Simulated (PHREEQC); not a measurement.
Dissolve 0.055 mol/kgw HF, 0.0025 mol/kgw NH4F, 0.00027 mol/kgw H2SiF6 and 0.00055 mol/kgw HCl at 25 °C. Closed to the air; pH follows from the charge balance.

Equilibrium calculation in PHREEQC: ion-association model, phreeqc.dat.

Precipitation was switched off in this run.

Task: Order these F species by the share of F that they hold, largest first: SiF6-2, HF, F-, HF2-.

Result: HF (82 %), F- (11 %), HF2- (4.0 %), SiF6-2 (2.7 %)

The pH is 2.25 and the ionic strength 0.00893 mol/kgw. Complexes and solids missing from the database can't appear. SiF6-2 is the database's only silicon fluoride.
